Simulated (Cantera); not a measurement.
Premixed flame

A freely propagating, adiabatic, planar premixed flame of 28.9 % H2, 14.9 % O2, 56.2 % N2, unburnt at 475 K and 130000 Pa; mixture-averaged transport, grid criteria slope 0.08 and curve 0.16, no radiation.

Model: the H2/O2 subset of GRI-Mech 3.0, which has no nitrogen chemistry, integrated in Cantera. Burning velocities carry a grid error of a few per cent, more on coarse grids.

| z (mm) | T (K) | u (m/s) | x H2 | x O2 | x HO2 | x H | x OH | x O |
|---|---|---|---|---|---|---|---|---|
| -0.909 | 475 | 4.79 | 0.289 | 0.149 | <1e-8 | <1e-8 | <1e-8 | <1e-8 |
| -0.606 | 475 | 4.79 | 0.289 | 0.149 | <1e-8 | <1e-8 | <1e-8 | <1e-8 |
| -0.455 | 475 | 4.79 | 0.289 | 0.149 | <1e-8 | <1e-8 | <1e-8 | <1e-8 |
| -0.303 | 475 | 4.79 | 0.289 | 0.149 | 9.48e-8 | <1e-8 | <1e-8 | <1e-8 |
| -0.152 | 488 | 4.89 | 0.283 | 0.150 | 0.000153 | 1.53e-5 | 1.34e-5 | 2.49e-6 |
| -0.0758 | 736 | 7.15 | 0.245 | 0.146 | 0.000332 | 0.00350 | 0.000996 | 0.000231 |
| 0 | 1216 | 11.4 | 0.148 | 0.108 | 0.000126 | 0.0268 | 0.00331 | 0.00439 |
| 0.0758 | 1547 | 14.3 | 0.0675 | 0.0535 | 5.37e-5 | 0.0453 | 0.00952 | 0.0104 |
| 0.152 | 1709 | 15.7 | 0.0460 | 0.0348 | 3.07e-5 | 0.0436 | 0.0134 | 0.0116 |
| 0.303 | 1874 | 17.1 | 0.0407 | 0.0279 | 1.99e-5 | 0.0334 | 0.0161 | 0.0101 |
| 0.606 | 2038 | 18.3 | 0.0370 | 0.0236 | 1.31e-5 | 0.0225 | 0.0171 | 0.00760 |
| 1.21 | 2187 | 19.5 | 0.0314 | 0.0196 | 8.17e-6 | 0.0137 | 0.0166 | 0.00512 |
| 2.42 | 2309 | 20.4 | 0.0246 | 0.0159 | 5.11e-6 | 0.00765 | 0.0148 | 0.00315 |
x: mole fraction of selected species; z is measured from the peak of heat release.

| Item | Value |
|---|---|
| laminar burning velocity | 479 cm/s |
| thermal thickness | 0.303 mm |
| peak x(HO2) | 0.000471 |
| peak x(H) | 0.0461 |
| peak x(OH) | 0.0171 |
| peak x(O) | 0.0116 |
